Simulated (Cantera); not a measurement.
A freely propagating, adiabatic, planar premixed flame of H2 : O2 : N2 : H2O = 1 : 0.909 : 4.36 : 0.86 (molar parts), equivalence ratio 0.55, unburnt at 450 K and 100.0 Torr; mixture-averaged transport, grid criteria slope 0.08 and curve 0.16, no radiation.

Detailed kinetics in Cantera: the H2/O2 subset of GRI-Mech 3.0, which has no nitrogen chemistry. Burning velocities carry a grid error of a few per cent, more on coarse grids. Lean hydrogen flames are cellular in practice and burn faster than this planar one.

What does this change do: N2 4.36 to 5.7 parts?


```csv
quantity,before,after
laminar burning velocity,88.4 cm/s,44.9 cm/s
thermal thickness,5.13 mm,6.42 mm
peak x(HO2),0.000100,6.99e-5
peak x(H),0.00817,0.00356
peak x(O),0.00328,0.00154
```

What does this change do: O2 0.909 to 1.2 parts?


```csv
quantity,before,after
laminar burning velocity,88.4 cm/s,77.1 cm/s
thermal thickness,5.13 mm,4.79 mm
peak x(HO2),0.000100,0.000111
peak x(H),0.00817,0.00556
peak x(O),0.00328,0.00332
```
